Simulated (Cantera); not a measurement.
Charge: 1 mol Si2Cl6, 0.25 mol HCl, 59 mol H2, at 0.0140 bar.

These are equilibrium values from Cantera (NASA tables, ideal gas, pure condensed phases), not measurements of a reactor. Candidate condensed phases: Si; 19 gas species. The feed counts by its element totals alone. Rates play no part.

Over these rows the condensed part is Si(s). Partial pressures as log10 of bar:

```
T (K)  1000/T (1/K)  log p SiCl4  log p H2  log p HCl  log p SiCl2
-----  ------------  -----------  --------  ---------  -----------
1348         0.7418        -5.41     -1.89      -3.02        -3.70
1398         0.7153        -5.80     -1.89      -3.02        -3.68
1448         0.6906        -6.16     -1.89      -3.02        -3.67
1498         0.6676            ?     -1.89      -3.03        -3.65
1548         0.6460        -6.83     -1.89      -3.03        -3.64
1598         0.6258        -7.13     -1.89      -3.03        -3.63
```

Question: Fit log p(SiCl4) = a + b·(1000/T) to the five rows, give the apparent enthalpy, and predict the row at 1498 K.

Answer: Means: 1000/T = 0.6839, log p = -6.266. Sxy = 0.136479, Sxx = 0.0091953, so b = 14.84 and a = -6.266 − (14.84)×0.6839 = -16.42.
Apparent enthalpy: −19.145 × (14.84) = -284 kJ/mol. With the condensed phases at unit activity, 2 SiCl2(g) = SiCl4(g) + Si(s) links this pressure to the main gases: over the six rows their terms move log p by +0.14 in all, so the slope isn't that reaction's ΔH° alone. The five rows lie within 0.01 of the line.
Prediction at 1498 K: -16.42 + (14.84)×0.6676 = -6.51. The computed value is -6.50, 0.01 from the line.
